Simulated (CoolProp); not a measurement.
A single-stage vapour-compression cycle with sulfur hexafluoride: evaporating at 235.15 K (dew point), condensing at 264.15 K (bubble point), superheat 2 K, subcooling 2 K, compressor efficiency 0.7, no pressure losses. Each further row changes one setting.

The numbers come from the reference Helmholtz-energy equation of state, Guder 2009 in CoolProp.

```csv
case,cooling COP,pressure ratio,discharge temperature (K),refrigerating effect (kJ/kg),volumetric capacity (kJ/m³)
as stated,4.78,2.63,273.7,81.8,2460
evaporating temperature 240.15 K,6.06,2.19,272.1,83.9,3020
condensing temperature 259.15 K,6.00,[?],[?],86.6,2610
subcooling 7 K,5.06,2.63,273.7,86.6,2610
superheat 12 K,4.84,2.63,283.6,87.9,2500
compressor efficiency 0.6,[?],2.63,277.6,81.8,2460
```

What belongs in the gaps?


- condensing temperature 259.15 K, pressure ratio: 2.26
- condensing temperature 259.15 K, discharge temperature (K): 267.8
- compressor efficiency 0.6, cooling COP: 4.10
